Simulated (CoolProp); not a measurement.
n-perfluorohexane along the isotherm 176.85 °C: fugacity coefficient from the reference equation and from simpler models built on Tc = 174.9 °C, pc = 1.742 MPa, ω = 0.497; each cubic takes its own stable root.

Computed with CoolProp (reference Helmholtz-energy equation of state, Gao 2022).

```json
[
 {"p (MPa)": "0.581", "phase": "gas", "reference": "(withheld)", "van der Waals": "0.9026", "Soave-Redlich-Kwong": "0.8904", "Peng-Robinson": "(withheld)"},
 {"p (MPa)": "1.16", "phase": "gas", "reference": "0.7755", "van der Waals": "0.8053", "Soave-Redlich-Kwong": "0.7839", "Peng-Robinson": "0.7651"},
 {"p (MPa)": "1.74", "phase": "gas", "reference": "0.6590", "van der Waals": "0.7001", "Soave-Redlich-Kwong": "0.6737", "Peng-Robinson": "0.6506"},
 {"p (MPa)": "2.32", "phase": "supercritical", "reference": "0.5276", "van der Waals": "0.5761", "Soave-Redlich-Kwong": "0.5496", "Peng-Robinson": "0.5269"},
 {"p (MPa)": "2.9", "phase": "supercritical", "reference": "0.4442", "van der Waals": "0.4983", "Soave-Redlich-Kwong": "0.4694", "Peng-Robinson": "0.4472"},
 {"p (MPa)": "3.48", "phase": "supercritical", "reference": "0.3886", "van der Waals": "0.4468", "Soave-Redlich-Kwong": "0.4155", "Peng-Robinson": "0.3935"},
 {"p (MPa)": "4.06", "phase": "supercritical", "reference": "0.3490", "van der Waals": "0.4109", "Soave-Redlich-Kwong": "0.3772", "Peng-Robinson": "0.3552"},
 {"p (MPa)": "4.64", "phase": "supercritical", "reference": "0.3197", "van der Waals": "0.3848", "Soave-Redlich-Kwong": "0.3488", "Peng-Robinson": "0.3266"},
 {"p (MPa)": "5.22", "phase": "supercritical", "reference": "0.2972", "van der Waals": "0.3656", "Soave-Redlich-Kwong": "0.3270", "Peng-Robinson": "0.3046"},
 {"p (MPa)": "5.81", "phase": "supercritical", "reference": "(withheld)", "van der Waals": "0.3509", "Soave-Redlich-Kwong": "0.3098", "Peng-Robinson": "0.2870"},
 {"p (MPa)": "6.39", "phase": "supercritical", "reference": "0.2652", "van der Waals": "0.3401", "Soave-Redlich-Kwong": "0.2964", "Peng-Robinson": "0.2732"},
 {"p (MPa)": "6.97", "phase": "supercritical", "reference": "0.2538", "van der Waals": "0.3320", "Soave-Redlich-Kwong": "0.2856", "Peng-Robinson": "0.2619"},
 {"p (MPa)": "7.55", "phase": "supercritical", "reference": "0.2444", "van der Waals": "0.3260", "Soave-Redlich-Kwong": "0.2769", "Peng-Robinson": "0.2527"},
 {"p (MPa)": "8.13", "phase": "supercritical", "reference": "0.2367", "van der Waals": "0.3219", "Soave-Redlich-Kwong": "0.2698", "Peng-Robinson": "0.2450"},
 {"p (MPa)": "8.71", "phase": "supercritical", "reference": "0.2303", "van der Waals": "0.3192", "Soave-Redlich-Kwong": "0.2641", "Peng-Robinson": "0.2387"}
]
```

### Question
Fill in the missing entries.

### Answer

- 0.581, reference: 0.8867
- 0.581, Peng-Robinson: 0.8793
- 5.81, reference: 0.2793
